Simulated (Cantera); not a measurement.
Input: 1 mol MgO, 4.6 mol SO₂, 8.6 mol N₂, 0.053 mol SO₃, equilibrated at 1723.15 K and 82.5 Torr.

These are equilibrium values from Cantera (NASA tables, ideal gas, pure condensed phases), not measurements of a reactor. Candidate condensed phases: Mg, MgO, MgS, MgSO₄, S; 22 gas species. Equilibrium is a limit: real reactors are often held back by kinetics, nucleation or transport.

Base state: N₂ 0.647, SO₂ 0.350, O₂ 0.00192, NO 0.000274, SO 0.000194, SO₃ 7.08e-5 (mole fractions); condensed: MgO(s).

Problem. What changes in the equilibrium state with this change: MgO replaced by Fe₂O₃?

Solution. 
```json
[
 {"species": "N₂", "before": "0.647", "after": "0.639"},
 {"species": "SO₂", "before": "0.350", "after": "0.346"},
 {"species": "O₂", "before": "0.00192", "after": "0.0139"},
 {"species": "SO", "before": "0.000194", "after": "7.12e-5"},
 {"species": "O", "before": "7.52e-6", "after": "2.03e-5"},
 {"species": "NO", "before": "0.000274", "after": "0.000734"},
 {"species": "MgO(s), mol", "before": "1.00", "after": "0"},
 {"species": "Fe₃O₄(s), mol", "before": "0", "after": "0.667"}
]
```
Further candidate phases: Fe, FeO, FeS, FeSO₄, FeS₂, Fe₂O₃, Fe₂(SO₄)₃, Fe₃O₄.
